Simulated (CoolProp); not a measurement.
A simple Rankine cycle with R124: condensing at 305.15 K, boiler at 2.29 MPa, turbine inlet 411.2 K, turbine efficiency 0.65, pump efficiency 0.7, no recuperator. Each further row changes one setting.

The numbers come from the reference Helmholtz-energy equation of state, de Vries 1995 in CoolProp.

```json
[
 {"case": "as stated", "thermal efficiency (%)": "8.8", "net work (kJ/kg)": "18.8", "heat in (kJ/kg)": "214", "turbine exit temperature (K)": "368.5", "volume ratio over the turbine": "5.24"},
 {"case": "turbine inlet 431.2 K", "thermal efficiency (%)": "8.7", "net work (kJ/kg)": "20.5", "heat in (kJ/kg)": "235", "turbine exit temperature (K)": "390.5", "volume ratio over the turbine": "5.08"},
 {"case": "condensing temperature 297.15 K", "thermal efficiency (%)": "9.8", "net work (kJ/kg)": "21.8", "heat in (kJ/kg)": "223", "turbine exit temperature (K)": "363.5", "volume ratio over the turbine": "6.66"},
 {"case": "boiler pressure 1.6 MPa", "thermal efficiency (%)": "7.1", "net work (kJ/kg)": "15.8", "heat in (kJ/kg)": "222", "turbine exit temperature (K)": "381.0", "volume ratio over the turbine": "3.48"},
 {"case": "turbine efficiency 0.55", "thermal efficiency (%)": "7.3", "net work (kJ/kg)": "15.6", "heat in (kJ/kg)": "214", "turbine exit temperature (K)": "372.2", "volume ratio over the turbine": "5.31"}
]
```
